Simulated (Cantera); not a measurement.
A perfectly stirred reactor is fed with 15.0 % H₂, 17.8 % O₂, 67.2 % N₂, equivalence ratio 0.42, at 101000 Pa; it is adiabatic with a 673 K inlet, and is followed from long to short residence time, starting on the burning branch (τ in s: 0.38, 0.18, 0.082, 0.038, 0.018, 0.0084, 0.0039, 0.0018, 0.00086, 0.0004, 0.00019, 8.8e-05).

Model: GRI-Mech 3.0 (53 species, 325 reactions), integrated in Cantera.

x: mole fraction; the columns are a selection and need not sum to one.

```json
[
 {"τ (s)": "0.38", "T (K)": "1788", "x H₂": "6.17e-5", "x O₂": "0.112", "x H₂O": "0.161", "x NO": "2.67e-5", "x H₂O₂": "6.65e-8", "x HO₂": "1.12e-6", "x N₂O": "2.92e-7"},
 {"τ (s)": "0.18", "T (K)": "1787", "x H₂": "9.41e-5", "x O₂": "0.111", "x H₂O": "0.161", "x NO": "2.07e-5", "x H₂O₂": "8.31e-8", "x HO₂": "1.40e-6", "x N₂O": "3.93e-7"},
 {"τ (s)": "0.082", "T (K)": "1785", "x H₂": "0.000153", "x O₂": "0.111", "x H₂O": "0.161", "x NO": "1.74e-5", "x H₂O₂": "1.11e-7", "x HO₂": "1.94e-6", "x N₂O": "5.31e-7"},
 {"τ (s)": "0.038", "T (K)": "1781", "x H₂": "0.000252", "x O₂": "0.111", "x H₂O": "0.161", "x NO": "1.54e-5", "x H₂O₂": "1.50e-7", "x HO₂": "2.86e-6", "x N₂O": "6.62e-7"},
 {"τ (s)": "0.018", "T (K)": "1776", "x H₂": "0.000411", "x O₂": "0.111", "x H₂O": "0.160", "x NO": "1.35e-5", "x H₂O₂": "2.03e-7", "x HO₂": "4.32e-6", "x N₂O": "7.34e-7"},
 {"τ (s)": "0.0084", "T (K)": "1768", "x H₂": "0.000677", "x O₂": "0.111", "x H₂O": "0.159", "x NO": "1.16e-5", "x H₂O₂": "2.76e-7", "x HO₂": "6.67e-6", "x N₂O": "7.26e-7"},
 {"τ (s)": "0.0039", "T (K)": "1756", "x H₂": "0.00111", "x O₂": "0.111", "x H₂O": "0.158", "x NO": "9.97e-6", "x H₂O₂": "3.76e-7", "x HO₂": "1.02e-5", "x N₂O": "6.53e-7"},
 {"τ (s)": "0.0018", "T (K)": "1738", "x H₂": "0.00181", "x O₂": "0.110", "x H₂O": "0.157", "x NO": "9.20e-6", "x H₂O₂": "5.17e-7", "x HO₂": "1.54e-5", "x N₂O": "5.52e-7"},
 {"τ (s)": "0.00086", "T (K)": "1711", "x H₂": "0.00285", "x O₂": "0.110", "x H₂O": "0.155", "x NO": "9.37e-6", "x H₂O₂": "7.12e-7", "x HO₂": "2.21e-5", "x N₂O": "4.53e-7"},
 {"τ (s)": "0.00040", "T (K)": "1670", "x H₂": "___", "x O₂": "0.110", "x H₂O": "0.151", "x NO": "1.02e-5", "x H₂O₂": "___", "x HO₂": "___", "x N₂O": "___"},
 {"τ (s)": "0.00019", "T (K)": "1612", "x H₂": "0.00682", "x O₂": "0.110", "x H₂O": "0.147", "x NO": "1.09e-5", "x H₂O₂": "1.57e-6", "x HO₂": "4.07e-5", "x N₂O": "2.82e-7"},
 {"τ (s)": "8.8e-5", "T (K)": "1531", "x H₂": "___", "x O₂": "0.111", "x H₂O": "0.140", "x NO": "1.01e-5", "x H₂O₂": "___", "x HO₂": "___", "x N₂O": "___"}
]
```

Question: Fill in the missing entries.

Answer: 
- 0.00040, x H₂: 0.00447
- 0.00040, x H₂O₂: 1.03e-6
- 0.00040, x HO₂: 3.07e-5
- 0.00040, x N₂O: 3.60e-7
- 8.8e-5, x H₂: 0.0107
- 8.8e-5, x H₂O₂: 2.63e-6
- 8.8e-5, x HO₂: 5.27e-5
- 8.8e-5, x N₂O: 2.08e-7
